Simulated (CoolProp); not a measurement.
Vapour-liquid equilibrium of carbonyl sulfide (1) + propane (2) at 1.73 MPa; x and y are mole fractions of (1).

Computed with CoolProp (multi-fluid Helmholtz-energy mixture model, Lemmon 2006 and Lemmon 2009; pair parameters Bell 2016).

```json
[
 {"x": "0.05", "bubble temperature (K)": "322.7", "y at the bubble point": "0.063", "dew temperature at overall composition x (K)": "322.8", "liquid density (mol/L)": "10.37"},
 {"x": "0.2", "bubble temperature (K)": "320.2", "y at the bubble point": "0.236", "dew temperature at overall composition x (K)": "320.7", "liquid density (mol/L)": "11.03"},
 {"x": "0.35", "bubble temperature (K)": "318.2", "y at the bubble point": "0.395", "dew temperature at overall composition x (K)": "318.8", "liquid density (mol/L)": "11.75"},
 {"x": "0.5", "bubble temperature (K)": "316.4", "y at the bubble point": "0.546", "dew temperature at overall composition x (K)": "317.0", "liquid density (mol/L)": "12.54"},
 {"x": "0.65", "bubble temperature (K)": "314.7", "y at the bubble point": "0.691", "dew temperature at overall composition x (K)": "315.2", "liquid density (mol/L)": "13.41"},
 {"x": "0.8", "bubble temperature (K)": "313.1", "y at the bubble point": "0.829", "dew temperature at overall composition x (K)": "313.4", "liquid density (mol/L)": "14.38"},
 {"x": "0.95", "bubble temperature (K)": "311.4", "y at the bubble point": "0.959", "dew temperature at overall composition x (K)": "311.5", "liquid density (mol/L)": "15.46"}
]
```

No azeotrope shows between x = 0.05 and 0.95.

Pair parameters are fitted to limited data, so mixtures are less certain than the pure fluids.
